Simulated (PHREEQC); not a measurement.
Solution (25 °C): 1.1 mmol/kgw CaSO4 and 3.1 mmol/kgw NaF. Closed to the air; pH follows from the charge balance.

Computed with PHREEQC (ion-association model, phreeqc.dat).

```tsv
quantity	before	after
pH	7.34	7.13
NaF (mol/kgw)	4.59e-6	2.03e-7
HF (mol/kgw)	1.92e-7	6.56e-8
```

Task: Which change was made?
A. CaSO4 left out
B. diluted 5-fold with water
C. temperature from 25 to 65 °C
D. 0.00028 mol/kgw NaBF4 added
E. 0.0012 mol/kgw Na2CO3 added

Result: B, diluted 5-fold with water

This is a speciation only: nothing precipitates in the calculation. Some of these states are supersaturated (in Fluorite, for instance).
